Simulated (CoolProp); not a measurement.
A closed Brayton cycle with carbon dioxide: compressor inlet 331.15 K and 8.4 MPa, high pressure 19 MPa, turbine inlet 825 K, compressor efficiency 0.89, turbine efficiency 0.93, recuperator effectiveness 0.9 (on enthalpy, no pinch check). Each further row changes one setting.

Values from CoolProp's reference Helmholtz-energy equation of state, Span 1996.

```csv
case,thermal efficiency (%),net work (kJ/kg),compressor to turbine work,compressor exit (K),turbine exit (K)
as stated,33.2,70.8,0.37,400.8,723.9
turbine inlet 775 K,31.6,63.1,0.40,400.8,677.7
compressor inlet 341.15 K,32.5,66.2,0.41,414.5,723.9
high pressure 16.1 MPa,31.4,58.6,0.35,386.3,743.9
recuperator effectiveness 0.5,19.5,70.8,0.37,400.8,723.9
```
